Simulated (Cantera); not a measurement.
An adiabatic, constant-volume homogeneous reactor starts with CO : H2 : O2 : N2 = 1 : 0.42 : 2.09 : 7.85 (molar parts), equivalence ratio 0.34, at 1348 K and 2.20 bar.

Detailed kinetics in Cantera: GRI-Mech 3.0 (53 species, 325 reactions). The hydrogen kinetics of GRI-Mech 3.0 are dated; newer H2 mechanisms differ, most at raised pressure.

x: mole fraction; the columns are a selection and need not sum to one.

```csv
t (s),T (K),P (bar),x CO,x H2,x O2,x H,x N2O
2.00e-6,1348,2.20,0.0880,0.0370,0.184,…,<1e-12
6.65e-6,1348,2.20,0.0880,0.0370,0.184,…,6.38e-12
2.21e-5,1530,2.47,0.0769,0.00447,0.157,…,1.74e-7
7.37e-5,2260,3.51,0.0142,0.000907,0.129,…,1.88e-6
0.000245,2431,3.74,0.00395,0.000259,0.129,…,1.55e-6
0.000816,2437,3.74,0.00343,0.000232,0.128,0.000151,1.45e-6
0.00271,2433,3.74,0.00337,0.000229,0.127,0.000147,1.44e-6
0.00903,2423,3.72,0.00322,0.000220,0.125,0.000137,1.44e-6
0.0301,2410,3.70,0.00304,0.000209,0.122,0.000127,1.45e-6
0.100,2408,3.70,0.00301,0.000207,0.122,0.000124,1.46e-6
```

### Question
Fill in the missing entries.

### Answer

- 2.00e-6, x H: 4.95e-8
- 6.65e-6, x H: 1.87e-6
- 2.21e-5, x H: 0.00704
- 7.37e-5, x H: 0.00139
- 0.000245, x H: 0.000179
